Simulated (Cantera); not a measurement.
Input: 1 mol PH₃, 1.5 mol H₂O, equilibrated at 6800000 Pa.

Equilibrium computed with Cantera from the NASA thermochemical tables; the gas is ideal and each condensed phase is pure. Candidate condensed phases: H₂O, P, P₄O₁₀; 17 gas species. The ideal-gas law is rough above about 30 bar. Gases not in the tables: HPO₂, HPO₃ and P₄O₆. The numbers say what is thermodynamically allowed, not how fast it happens. All values below are at 2500 K.

Base state: H₂ 0.530, H₂O 0.285, P₂ 0.0883, PO 0.0602, PO₂ 0.0316, H 0.00222, PH 0.000936, P₄ 0.000596 (mole fractions); condensed: gas only.

Question: What changes in the equilibrium state with this change: pressure from 6800000 Pa to 16000 Pa?

Answer: 
```tsv
species	before	after
H₂	0.530	0.598
PO	0.0602	0.181
H₂O	0.285	0.118
P₂	0.0883	0.0141
H	0.00222	0.0486
PO₂	0.0316	0.0349
P₄	0.000596	3.58e-8
PH₃	0.000589	6.65e-7
O	6.82e-7	0.000106
```
